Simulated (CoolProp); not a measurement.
o-xylene at several states: Z from the reference equation and from simpler models built on Tc = 630.3 K, pc = 3.737 MPa, ω = 0.312; each cubic takes its own stable root.

Model: reference Helmholtz-energy equation of state, Zhou 2012, in CoolProp.

```csv
T (K),p (MPa),phase,reference,Soave-Redlich-Kwong,Peng-Robinson
272.4,4.25,liquid,0.2213,0.2540,0.2264
268.6,0.558,liquid,0.02944,0.03383,0.03015
442.7,7.56,liquid,0.2879,0.3228,0.2863
534.8,5.33,liquid,0.1946,0.2232,0.1976
575.5,6.38,liquid,0.2345,0.2730,0.2425
540.2,8.03,liquid,0.2886,0.3282,0.2912
```
